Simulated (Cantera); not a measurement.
Input: 1 mol Si3N4, 0.0039 mol O2, 340 mol H2, held at 0.133 bar.

Method: chemical equilibrium by Gibbs-energy minimisation in Cantera with the NASA 1993 tables (ideal gas, pure condensed phases). Candidate condensed phases: H2O, Si, SiO2, Si2N2O, Si3N4; 35 gas species. Mutual solubility and eutectic melting of coexisting phases are not modelled. Gases not in the tables: Si2H6 and higher silanes. Kinetics and transport are ignored.

**Question.** Which condensed phases are stable at each of these points (T (K)): 1200, 1300, 1400, 1500, 1600, 1700, 1800, 1900, 2000, 2100?

**Answer.** 
```json
[
 {"T (K)": "1200", "condensed phases": "Si2N2O(s) + Si3N4(s)", "Si condensed (%)": "100.0"},
 {"T (K)": "1300", "condensed phases": "Si2N2O(s) + Si3N4(s)", "Si condensed (%)": "100.0"},
 {"T (K)": "1400", "condensed phases": "Si(s) + Si2N2O(s) + Si3N4(s)", "Si condensed (%)": "100.0"},
 {"T (K)": "1500", "condensed phases": "Si(s) + Si2N2O(s) + Si3N4(s)", "Si condensed (%)": "99.9"},
 {"T (K)": "1600", "condensed phases": "Si(s) + Si3N4(s)", "Si condensed (%)": "99.7"},
 {"T (K)": "1700", "condensed phases": "Si(l)", "Si condensed (%)": "99.5"},
 {"T (K)": "1800", "condensed phases": "Si(l)", "Si condensed (%)": "99.0"},
 {"T (K)": "1900", "condensed phases": "Si(l)", "Si condensed (%)": "97.6"},
 {"T (K)": "2000", "condensed phases": "Si(l)", "Si condensed (%)": "93.7"},
 {"T (K)": "2100", "condensed phases": "Si(l)", "Si condensed (%)": "83.3"}
]
```

From 1200 K to 1300 K the condensed part is Si2N2O(s) + Si3N4(s). From 1400 K to 1500 K the condensed part is Si(s) + Si2N2O(s) + Si3N4(s). At 1600 K the condensed part is Si(s) + Si3N4(s). From 1700 K to 2100 K the condensed part is Si(l).
